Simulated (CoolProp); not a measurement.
Saturated liquid density (kg/m³) of decamethylcyclopentasiloxane (D5): the reference equation beside estimates from Tc = 345.1 °C, pc = 1.078 MPa, ω = 0.631.

The numbers come from the reference Helmholtz-energy equation of state, Thol 2019 in CoolProp.

| T (°C) | reference | van der Waals | Soave-Redlich-Kwong |
|---|---|---|---|
| 174.25 | 789.4 | 434.3 | 690.6 |
| 187.35 | 773.4 | 425.5 | 675.8 |
| 200.45 | 756.8 | 416.3 | 659.8 |
| 213.55 | 739.6 | 406.7 | 642.6 |
| 226.65 | 721.6 | 396.5 | 623.9 |
| 239.75 | 702.6 | 385.7 | 603.5 |
| 252.85 | 682.3 | 374.2 | 581.2 |
| 265.95 | 660.4 | 361.7 | 556.6 |
| 279.05 | 636.4 | 348.2 | 529.2 |
| 292.15 | 609.3 | 333.2 | 498.2 |
| 305.25 | 577.8 | 316.3 | 462.4 |
| 318.35 | 538.9 | 296.2 | 419.7 |

Absolute difference from the reference over all 12 rows, mean and median: van der Waals 45.1 and 45.1 %, Soave-Redlich-Kwong 15.5 and 14.5 %.
